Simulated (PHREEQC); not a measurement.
A solution holds 0.027 mol MgCl2, 0.00027 mol Na2HPO4 and 0.82 mol NaCl per kg of water, at 30 °C. Closed to the air; pH follows from the charge balance.

The numbers come from PHREEQC with the ion-association model, phreeqc.dat.

```csv
quantity,before,after
pH,7.51,6.59
MgOH+ (mol/kgw),1.99e-6,2.45e-7
SI of Halite (NaCl),-2.07,-2.07
```

Problem. What was changed between the two runs?
A. temperature from 30 to 35 °C
B. Na2HPO4 left out
C. MgCl2 from 0.027 to 0.0027 mol/kgw
D. 0.012 mol/kgw KHCO3 added

Solution. B, Na2HPO4 left out

No solid was allowed to form. The ionic strength passes 0.7 mol/kgw, the rough limit of the ion-association models, in every such run.
